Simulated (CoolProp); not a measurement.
Model: reference Helmholtz-energy equation of state, Lemmon 2006, in CoolProp. It is a short technical equation, of lower accuracy than the large ones.

Task: Give the vapour pressure (MPa), liquid density (kg/m³), enthalpy of vaporisation (kJ/kg), liquid cp (kJ/(kg K)) of saturated carbon monoxide at -165.55, -154.05 °C.

Result: 
```
T (°C)   p (MPa)  liquid density (kg/m³)  enthalpy of vaporisation (kJ/kg)  liquid cp (kJ/(kg K))
-------  -------  ----------------------  --------------------------------  ---------------------
-165.55    0.918                     662                               167                   2.48
-154.05     1.79                     582                               132                   3.11
```
